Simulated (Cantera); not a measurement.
An isothermal, constant-pressure homogeneous reactor starts with CO : O₂ : H₂O : N₂ = 0.0083 : 0.0061 : 0.0039 : 1 (molar parts), at 1000 K and 2.70 bar. Integrator tolerance rtol = 1e-08.

Computed with Cantera and GRI-Mech 3.0 (53 species, 325 reactions).

### Question
What does this change do: temperature 1000 to 1400 K?

### Answer
```csv
quantity,before,after
x(CO) at 20.0 s,0.000286 (gas-phase equilibrium 6.96e-12),1.12e-7 (gas-phase equilibrium 1.13e-7)
x(O₂) at 20.0 s,0.00207 (gas-phase equilibrium 0.00192),0.00192 (gas-phase equilibrium 0.00188)
x(H₂O) at 20.0 s,0.00384 (gas-phase equilibrium 0.00385),0.00384 (gas-phase equilibrium 0.00384)
x(O) at 20.0 s,1.09e-8 (gas-phase equilibrium 4.22e-12),2.54e-8 (gas-phase equilibrium 2.52e-8)
x(NO₂) at 20.0 s,4.69e-9 (gas-phase equilibrium 2.84e-8),1.99e-9 (gas-phase equilibrium 8.89e-8)
x(OH) at 20.0 s,1.53e-8 (gas-phase equilibrium 5.46e-9),1.46e-6 (gas-phase equilibrium 1.45e-6)
x(NO) at 20.0 s,1.42e-9 (gas-phase equilibrium 3.37e-6),1.71e-6 (gas-phase equilibrium 7.72e-5)
```
